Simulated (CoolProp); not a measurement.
A single-stage vapour-compression cycle with neopentane: evaporating at 265.15 K (dew point), condensing at 325.15 K (bubble point), superheat 10 K, subcooling 2 K, compressor efficiency 0.9, no pressure losses. Each further row changes one setting.

The numbers come from the reference Helmholtz-energy equation of state, Lemmon 2006 in CoolProp. It is a short technical equation, of lower accuracy than the large ones.

```tsv
case	cooling COP	pressure ratio	discharge temperature (K)	refrigerating effect (kJ/kg)	volumetric capacity (kJ/m³)
as stated	2.97	7.31	325.2	211	350
evaporating temperature 270.15 K	3.40	5.96	325.2	219	439
condensing temperature 320.15 K	3.37	6.39	320.5	224	371
subcooling 7 K	3.14	7.31	325.2	223	371
superheat 20 K	3.07	7.31	333.8	227	363
compressor efficiency 0.8	2.64	7.31	328.7	211	350
```

The compression ends wet for: as stated; evaporating temperature 270.15 K; subcooling 7 K.
